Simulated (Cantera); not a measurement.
A closed system holds: 1 mol C₂F₆, 0.026 mol CH₄, 8.7 mol H₂, 0.53 mol F₂, held at 1577 °C and 0.00710 bar.

Equilibrium computed with Cantera from the NASA thermochemical tables; the gas is ideal and each condensed phase is pure. Candidate condensed phases: C, C₆H₆, C₇H₈, C₈H₁₈; 95 gas species. The feed counts by its element totals alone. Rates play no part.

Base state: HF 0.574, H₂ 0.422, H 0.00415, C₂H₂ (acetylene) 0.000110 (mole fractions); condensed: C(graphite).

Problem. What changes in the equilibrium state with this change: H₂ from 8.7 to 0.25 mol?

Solution. 
| species | before | after |
|---|---|---|
| CF₄ | <1e-9 | 0.693 |
| HF | 0.574 | 0.266 |
| CF₂ | <1e-9 | 0.0287 |
| H₂ | 0.422 | 1.63e-9 |
| CF₃ | <1e-9 | 0.00254 |
| C₂H₂ (acetylene) | 0.000110 | <1e-9 |
| H | 0.00415 | 2.58e-7 |
| F | 1.20e-6 | 0.00899 |
| CF | 2.50e-9 | 1.87e-5 |
| C(graphite), mol | 2.02 | 0.383 |
Gases not in the tables: C₂F₆ and larger saturated fluorocarbons.

Problem. What changes in the equilibrium state with this change: 0.0079 mol Cl₂ added?

Solution. 
| species | before | after |
|---|---|---|
| HF | 0.574 | 0.573 |
| H₂ | 0.422 | 0.421 |
| H | 0.00415 | 0.00415 |
| HCl | 0 | 0.00127 |
| C₂H₂ (acetylene) | 0.000110 | 0.000110 |
| C(graphite), mol | 2.02 | 2.02 |

Problem. What changes in the equilibrium state with this change: pressure from 0.00710 bar to 0.00280 bar?

Solution. 
```csv
species,before,after
HF,0.574,0.573
H₂,0.422,0.420
H,0.00415,0.00660
C₂H₂ (acetylene),0.000110,0.000110
"C(graphite), mol",2.02,2.02
```
